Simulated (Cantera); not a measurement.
An adiabatic, constant-volume homogeneous reactor starts with CH₄ : O₂ : N₂ = 1 : 6.06 : 46.1 (molar parts), equivalence ratio 0.33, at 1450 K and 9.87 atm.

Detailed kinetics in Cantera: GRI-Mech 3.0 (53 species, 325 reactions).

Problem. Predict: time of steepest temperature rise; temperature at 9.00 s; equilibrium temperature; x(O₂) at 9.00 s; x(CO) at 9.00 s; x(HO₂) at 9.00 s; x(NO₂) at 9.00 s.

Solution. time of steepest temperature rise: 0.362 ms
temperature at 9.00 s: 1971 K
equilibrium temperature: 1971 K
x(O₂) at 9.00 s: 0.0740 (gas-phase equilibrium 0.0740)
x(CO) at 9.00 s: 1.94e-5 (gas-phase equilibrium 1.94e-5)
x(HO₂) at 9.00 s: 1.35e-6 (gas-phase equilibrium 1.35e-6)
x(NO₂) at 9.00 s: 1.75e-5 (gas-phase equilibrium 1.75e-5)
